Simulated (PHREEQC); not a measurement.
A solution holds 0.018 mol/kgw K2SiO3, at 25 °C. Closed to the air; pH follows from the charge balance.

Computed with PHREEQC (ion-association model, phreeqc.dat).

This is a speciation only: nothing precipitates in the calculation.

**Question.** Order these Si species by the share of Si that they hold, largest first: H3SiO4-, H4SiO4, H2SiO4-2.

**Answer.** H3SiO4- (87 %), H2SiO4-2 (13 %), H4SiO4 (0.38 %)

The pH is 12.11 and the ionic strength 0.0383 mol/kgw. Species that the database lacks are ignored.
